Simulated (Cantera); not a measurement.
A perfectly stirred reactor is fed with NH₃ : H₂ = 1 : 5.7 (molar parts), at 8.25 Torr; it is held at 2223 K, and followed from long to short residence time.

Detailed kinetics in Cantera: the gas-phase N/H chemistry of the illustrative SiF4/NH3 mechanism in the Surface Chemkin manual (1991). Walls and surfaces, which speed up NH3 decomposition in real reactors, are not modelled.

One state of this run: x NH₃ = 0.0366; x H₂ = 0.911; x H = 0.00320; x NH = 3.30e-5; x N = 6.36e-6. x: mole fraction; the columns are a selection and need not sum to one.

### Question
Which value of τ (s) does it belong to?
A. 0.87
B. 0.0040
C. 8.7
D. 0.019

### Answer
A, 0.87
